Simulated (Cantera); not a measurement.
Feed: 1 mol C2H6, 0.055 mol H2O, 0.4 mol H2, held at 2950 K.

Method: chemical equilibrium by Gibbs-energy minimisation in Cantera with the NASA 1993 tables (ideal gas, pure condensed phases). Candidate condensed phases: C, C6H6, C7H8, C8H18, H2O; 110 gas species. The ideal-gas law is rough above about 30 bar. Equilibrium is a limit: real reactors are often held back by kinetics, nucleation or transport.

Problem. What share of the C ends up in condensed phases as a function of P (Pa), at 10, 72, 520, 3700, 27000, 190000, 1400000, 10000000?

Solution. 
| P (Pa) | C condensed (%) | as |
|---|---|---|
| 10 | 0.0 | - |
| 72 | 0.0 | - |
| 520 | 50.2 | C(graphite) |
| 3700 | 79.0 | C(graphite) |
| 27000 | 79.9 | C(graphite) |
| 190000 | 79.3 | C(graphite) |
| 1400000 | 78.7 | C(graphite) |
| 10000000 | 77.2 | C(graphite) |
